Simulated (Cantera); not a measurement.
A closed system holds: 1 mol Si3N4, 3.4 mol H2O, 310 mol H2, held at 1648.15 K and 39.0 Pa.

These are equilibrium values from Cantera (NASA tables, ideal gas, pure condensed phases), not measurements of a reactor. Candidate condensed phases: H2O, Si, SiO2, Si2N2O, Si3N4; 35 gas species. The numbers say what is thermodynamically allowed, not how fast it happens.

Q: What is the equilibrium state?

A: 
```
Property                             Result
--------------------------------  ---------
x(H2)                                 0.979
x(SiO)                              0.00940
x(N2)                               0.00627
x(H)                                0.00447
x(H2O)                              0.00125
gas amount                        319.1 mol
log10 activity of Si(s) (absent)      -5.18
```
